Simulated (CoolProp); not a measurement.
Vapour-liquid equilibrium of propane (1) + n-pentane (2) at 240.2 K; x and y are mole fractions of (1).

Model: multi-fluid Helmholtz-energy mixture model, Lemmon 2009 and Thol 2019; pair parameters Kunz 2012, in CoolProp.

### Question
Give the bubble pressure and the first vapour's composition at x = 0.425, 0.875, 0.95. Is there an azeotrope?

### Answer
x = 0.425: 0.07239 MPa, y = 0.962; x = 0.875: 0.1314 MPa, y = 0.994; x = 0.95: 0.1419 MPa, y = 0.998. No azeotrope shows between x = 0.05 and 0.95.

Pair parameters are fitted to limited data, so mixtures are less certain than the pure fluids.
